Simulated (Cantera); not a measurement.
A freely propagating, adiabatic, planar premixed flame of H2 : O2 : N2 = 1 : 0.357 : 1.18 (molar parts), equivalence ratio 1.4, unburnt at 600 K and 14000 Pa; mixture-averaged transport, grid criteria slope 0.08 and curve 0.16, no radiation.

Detailed kinetics in Cantera: the H2/O2 subset of GRI-Mech 3.0, which has no nitrogen chemistry. Burning velocities carry a grid error of a few per cent, more on coarse grids.

Task: What does this change do: inlet temperature 600 to 548 K?

Result: 
```csv
quantity,before,after
laminar burning velocity,732 cm/s,629 cm/s
thermal thickness,5.62 mm,5.43 mm
peak x(HO2),5.18e-5,6.42e-5
peak x(H),0.133,0.129
peak x(O),0.0114,0.0108
peak x(H2O2),6.98e-7,1.52e-6
```

Task: What does this change do: O2 0.357 to 0.27 parts?

Result: 
```
quantity                    before     after
------------------------  --------  --------
laminar burning velocity  732 cm/s  637 cm/s
thermal thickness          5.62 mm   5.96 mm
peak x(HO2)                5.18e-5   4.14e-5
peak x(H)                    0.133     0.123
peak x(O)                   0.0114   0.00545
peak x(H2O2)               6.98e-7   5.26e-7
```
